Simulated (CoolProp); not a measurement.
Vapour-liquid equilibrium of m-xylene (1) + n-decane (2) at 305.4 K; x and y are mole fractions of (1).

Values from CoolProp's multi-fluid Helmholtz-energy mixture model, Zhou 2012 and Lemmon 2006; pair parameters Bell 2016.

### Question
Give the bubble pressure and the first vapour's composition at x = 0.2, 0.35, 0.95. Is there an azeotrope?

### Answer
x = 0.2: 0.6143 kPa, y = 0.608; x = 0.35: 0.8230 kPa, y = 0.758; x = 0.95: 1.612 kPa, y = 0.990. No azeotrope shows between x = 0.05 and 0.95.

Pair parameters are fitted to limited data, so mixtures are less certain than the pure fluids.
